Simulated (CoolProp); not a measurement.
A single-stage vapour-compression cycle with R245ca: evaporating at 310.15 K (dew point), condensing at 352.15 K (bubble point), superheat 0 K, subcooling 8 K, compressor efficiency 0.85, no pressure losses. Each further row changes one setting.

Model: reference Helmholtz-energy equation of state, Zhou 2016, in CoolProp.

```json
[
 {"case": "as stated", "cooling COP": "5.45", "pressure ratio": "3.56", "discharge temperature (K)": "352.1", "refrigerating effect (kJ/kg)": "149", "volumetric capacity (kJ/m³)": "1270"},
 {"case": "evaporating temperature 315.15 K", "cooling COP": "6.45", "pressure ratio": "3.00", "discharge temperature (K)": "352.1", "refrigerating effect (kJ/kg)": "153", "volumetric capacity (kJ/m³)": "1540"},
 {"case": "condensing temperature 347.15 K", "cooling COP": "6.38", "pressure ratio": "3.12", "discharge temperature (K)": "347.1", "refrigerating effect (kJ/kg)": "156", "volumetric capacity (kJ/m³)": "1340"},
 {"case": "subcooling 13 K", "cooling COP": "5.72", "pressure ratio": "3.56", "discharge temperature (K)": "352.1", "refrigerating effect (kJ/kg)": "156", "volumetric capacity (kJ/m³)": "1340"},
 {"case": "superheat 10 K", "cooling COP": "5.54", "pressure ratio": "3.56", "discharge temperature (K)": "356.1", "refrigerating effect (kJ/kg)": "158", "volumetric capacity (kJ/m³)": "1310"},
 {"case": "compressor efficiency 0.75", "cooling COP": "4.81", "pressure ratio": "3.56", "discharge temperature (K)": "352.1", "refrigerating effect (kJ/kg)": "149", "volumetric capacity (kJ/m³)": "1270"}
]
```

The compression ends wet for: as stated; evaporating temperature 315.15 K; condensing temperature 347.15 K; subcooling 13 K; compressor efficiency 0.75.
